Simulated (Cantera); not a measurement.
Feed: 1 mol Cu2O, 1.4 mol H2, equilibrated at 800 K and 63.0 mbar.

Cantera equilibrium calculation (NASA polynomials, part measured and part estimated; ideal gas, pure solids and liquids). Candidate condensed phases: Cu, CuO, Cu(OH)2, Cu2O, H2O; 12 gas species. Equilibrium is a limit: real reactors are often held back by kinetics, nucleation or transport.

Base state: H2O 0.714, H2 0.286 (mole fractions); condensed: Cu(s).

What changes in the equilibrium state with this change: temperature from 800 K to 1648 K?


```
species     before     after
----------  ------  --------
H2O          0.714     0.713
H2           0.286     0.285
Cu           <1e-9   0.00125
H            <1e-9  0.000189
OH           <1e-9   2.13e-5
Cu(s), mol    2.00         0
Cu(l), mol       0      2.00
```
